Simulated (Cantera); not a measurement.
A perfectly stirred reactor is fed with 11.2 % CO, 3.71 % H2, 1.69 % CH4, 17.5 % O2, 65.8 % N2, at 250000 Pa; it is adiabatic with a 348 K inlet, and is followed from long to short residence time, starting on the burning branch (τ in s: 0.078, 0.028, 0.01, 0.0037, 0.0014, 0.00049, 0.00018, 6.5e-05, 2.4e-05, 8.5e-06, 3.1e-06).

Cantera simulation using GRI-Mech 3.0 (53 species, 325 reactions); the numbers are that mechanism's predictions, not measurements.

x: mole fraction; the columns are a selection and need not sum to one.

| τ (s) | T (K) | x CO | x H2 | x CH4 | x N2O | x HCN | x H2O |
|---|---|---|---|---|---|---|---|
| 0.078 | 1932 | 0.000799 | 8.05e-5 | 1.46e-6 | (withheld) | 4.29e-9 | 0.0758 |
| 0.028 | 1925 | 0.00146 | 0.000142 | 2.93e-6 | (withheld) | 4.38e-9 | 0.0756 |
| 0.010 | 1911 | 0.00276 | 0.000264 | 5.67e-6 | (withheld) | 4.64e-9 | 0.0751 |
| 0.0037 | 1888 | 0.00507 | 0.000479 | 1.07e-5 | (withheld) | 5.20e-9 | 0.0743 |
| 0.0014 | 1848 | 0.00897 | 0.000834 | 2.04e-5 | 1.17e-6 | 6.48e-9 | 0.0733 |
| 0.00049 | 1777 | 0.0161 | 0.00143 | 4.42e-5 | (withheld) | 9.31e-9 | 0.0716 |
| 0.00018 | 1662 | 0.0288 | 0.00226 | 0.000113 | (withheld) | 1.33e-8 | 0.0695 |
| 6.5e-5 | 348 | 0.112 | 0.0371 | 0.0169 | <1e-12 | <1e-12 | <1e-12 |
| 2.4e-5 | 348 | 0.112 | 0.0371 | 0.0169 | <1e-12 | <1e-12 | <1e-12 |
| 8.5e-6 | 348 | 0.112 | 0.0371 | 0.0169 | <1e-12 | <1e-12 | <1e-12 |
| 3.1e-6 | 348 | 0.112 | 0.0371 | 0.0169 | <1e-12 | <1e-12 | <1e-12 |

Some entries are withheld; supply them.


- 0.078, x N2O: 5.96e-7
- 0.028, x N2O: 8.75e-7
- 0.010, x N2O: 1.16e-6
- 0.0037, x N2O: 1.27e-6
- 0.00049, x N2O: 9.71e-7
- 0.00018, x N2O: 7.70e-7
